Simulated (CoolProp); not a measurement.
Model: reference Helmholtz-energy equation of state, Thol 2016, in CoolProp.

Problem. Give the vapour pressure (kPa), vapour Z, surface tension (mN/m), vapour viscosity (µPa s) of saturated R1234ze(E) at -32.75, 94.05 °C.

Solution. 
| T (°C) | p (kPa) | vapour Z | surface tension (mN/m) | vapour viscosity (µPa s) |
|---|---|---|---|---|
| -32.75 | 53.4 | 0.974 | 18.6 | 9.90 |
| 94.05 | 2690 | 0.550 | 0.998 | 18.4 |

Viscosity comes from a separate model (Bell 2016), an estimate that may be off by 10 % or more. Surface tension comes from a separate correlation (Mulero 2014).
